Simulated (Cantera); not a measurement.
Input (Python, Cantera) and output of one run.

```python
import numpy as np
import cantera as ct

gas_names = """
    H H2 N NH NH2 NH3 N2 N2H2 N2H4 Si SiH SiH2 SiH3 SiH4 SiN Si2 Si2N Si3
""".split()
cond_names = """
    Si(cr) Si(L) Si3N4(a)
""".split()


# ... load() reads the species with a 1 bar reference pressure and builds the phases ...
atoms = {
    'Si3N4': {'Si': 3, 'N': 4},
    'H2': {'H': 2},
}
top_T = {'Si3N4(a)': 2400}  # K; cautious upper limits of use, not melting points


# ... equilibrate(T, P, feed) seeds the gas with the atoms and calls Mixture.equilibrate('TP', solver="vcs", rtol=1e-11, max_steps=5000) ...
results = []
feed = {'Si3N4': 1, 'H2': 550}  # mol
T = 1575  # K
for P in [1, 6.8, 46, 320, 2200, 15000, 100000]:
    mix = equilibrate(T, P, feed)
    results.append((T, P, feed, dict(zip(mix.species_names, mix.species_moles))))
    x = sorted(zip(gas.X, gas.species_names), reverse=True)
    print(f"T = {T:g} K  P = {P:g} Pa  gas = {mix.phase_moles(0):.4g} mol")
    print("   x: " + "  ".join(f"{s} {v:.3e}" for v, s in x if v > 0.0001))
    print("   condensed (mol): " + ("  ".join(f"{mix.phase(i).name} {mix.phase_moles(i):.4g}"
          for i in range(1, mix.n_phases) if mix.phase_moles(i) > 1e-12) or "none"))
```

Output:

```
T = 1575 K  P = 1 Pa  gas = 558.6 mol
   x: H2 9.781e-01  H 1.300e-02  Si 5.297e-03  N2 3.579e-03
   condensed (mol): none
T = 1575 K  P = 6.8 Pa  gas = 553.9 mol
   x: H2 9.905e-01  H 5.016e-03  N2 3.610e-03  Si 8.442e-04
   condensed (mol): Si(cr) 2.518
T = 1575 K  P = 46 Pa  gas = 552.6 mol
   x: H2 9.943e-01  N2 3.619e-03  H 1.932e-03  Si 1.248e-04
   condensed (mol): Si(cr) 2.925
T = 1575 K  P = 320 Pa  gas = 552.2 mol
   x: H2 9.956e-01  N2 3.622e-03  H 7.330e-04
   condensed (mol): Si(cr) 2.986
T = 1575 K  P = 2200 Pa  gas = 552.1 mol
   x: H2 9.961e-01  N2 3.623e-03  H 2.796e-04
   condensed (mol): Si(cr) 2.996
T = 1575 K  P = 15000 Pa  gas = 550.7 mol
   x: H2 9.986e-01  N2 1.287e-03  H 1.072e-04
   condensed (mol): Si(cr) 1.06  Si3N4(a) 0.6456
T = 1575 K  P = 100000 Pa  gas = 550.1 mol
   x: H2 9.998e-01  N2 1.930e-04
   condensed (mol): Si(cr) 0.1567  Si3N4(a) 0.9468
```

These are equilibrium values from Cantera (NASA tables, ideal gas, pure condensed phases), not measurements of a reactor. Mutual solubility and eutectic melting of coexisting phases are not modelled.
